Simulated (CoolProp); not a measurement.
CF4 (R14) at 293.15 K and 0.125 MPa is throttled through a valve to 0.0838 MPa with no heat exchange. Each further row changes one setting.

Model: reference Helmholtz-energy equation of state, Platzer 1990, in CoolProp. This equation is an older, rougher fit.

```
case                        temperature change (K)  final density (kg/m³)
--------------------------  ----------------------  ---------------------
as stated                                     -0.2                   3.04
outlet pressure 0.0251 MPa                    -0.6                  0.909
outlet pressure 0.109 MPa                     -0.1                   3.95
```
